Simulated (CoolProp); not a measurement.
R123 along the isobar 0.101 MPa: fugacity coefficient from the reference equation and from simpler models built on Tc = 456.8 K, pc = 3.662 MPa, ω = 0.282; each cubic takes its own stable root.

Computed with CoolProp (reference Helmholtz-energy equation of state, Younglove 1994). It is a modified Benedict-Webb-Rubin equation, recast in Helmholtz form.

| T (K) | phase | reference |
|---|---|---|
| 199.2 | liquid | 0.002298 |
| 226.6 | liquid | 0.02256 |
| 253.9 | liquid | 0.1231 |
| 281.3 | liquid | 0.4528 |
| 308.6 | gas | 0.9624 |
| 336 | gas | 0.9722 |
| 363.3 | gas | 0.9789 |
| 390.6 | gas | 0.9836 |
| 418 | gas | 0.9870 |
| 445.3 | gas | 0.9896 |
| 472.7 | gas | 0.9916 |
| 500 | gas | 0.9932 |

Task: How far does each simpler model (van der Waals, Redlich-Kwong) lie from the reference over these 12 states: mean and median of the absolute difference, and the worst?

Result: 
- van der Waals: mean 1730.3 %, median 0.9 %, worst +15987.9 % at 199.2 K and 0.101 MPa
- Redlich-Kwong: mean 68.4 %, median 0.5 %, worst +331.9 % at 199.2 K and 0.101 MPa

At some of these states van der Waals gives the other phase, because its saturation line lies elsewhere.
